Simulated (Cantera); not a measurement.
Input: 1 mol CF4, 0.28 mol CH4, 0.16 mol H2, at 7.50 Torr.

Equilibrium computed with Cantera from the NASA thermochemical tables; the gas is ideal and each condensed phase is pure. Candidate condensed phases: C, C6H6, C7H8, C8H18; 95 gas species. Gases not in the tables: C2F6 and larger saturated fluorocarbons. Rates play no part.

x: gas mole fraction; n: condensed amount in mol.

```json
[
 {"T (K)": "1248", "x HF": "0.692", "x CF4": "0.308", "x CF2": "2.54e-6", "x F": "2.77e-7", "x CF3": "1.03e-6", "n C(graphite)": "0.640"},
 {"T (K)": "1348", "x HF": "0.692", "x CF4": "0.308", "x CF2": "1.89e-5", "x F": "2.66e-6", "x CF3": "5.26e-6", "n C(graphite)": "0.640"},
 {"T (K)": "1448", "x HF": "0.692", "x CF4": "0.308", "x CF2": "0.000106", "x F": "1.87e-5", "x CF3": "2.13e-5", "n C(graphite)": "0.640"},
 {"T (K)": "1548", "x HF": "0.692", "x CF4": "0.307", "x CF2": "0.000474", "x F": "0.000102", "x CF3": "7.19e-5", "n C(graphite)": "0.640"},
 {"T (K)": "1648", "x HF": "0.691", "x CF4": "0.306", "x CF2": "0.00176", "x F": "0.000454", "x CF3": "0.000209", "n C(graphite)": "0.638"},
 {"T (K)": "1748", "x HF": "0.689", "x CF4": "0.303", "x CF2": "___", "x F": "___", "x CF3": "___", "n C(graphite)": "0.635"},
 {"T (K)": "1848", "x HF": "0.684", "x CF4": "0.294", "x CF2": "0.0154", "x F": "0.00548", "x CF3": "0.00120", "n C(graphite)": "0.626"},
 {"T (K)": "1948", "x HF": "0.671", "x CF4": "0.274", "x CF2": "___", "x F": "___", "x CF3": "___", "n C(graphite)": "0.607"},
 {"T (K)": "2048", "x HF": "0.644", "x CF4": "0.234", "x CF2": "0.0794", "x F": "0.0388", "x CF3": "0.00423", "n C(graphite)": "0.570"}
]
```

What belongs in the gaps?


- 1748, x CF2: 0.00558
- 1748, x F: 0.00170
- 1748, x CF3: 0.000531
- 1948, x CF2: 0.0375
- 1948, x F: 0.0155
- 1948, x CF3: 0.00242
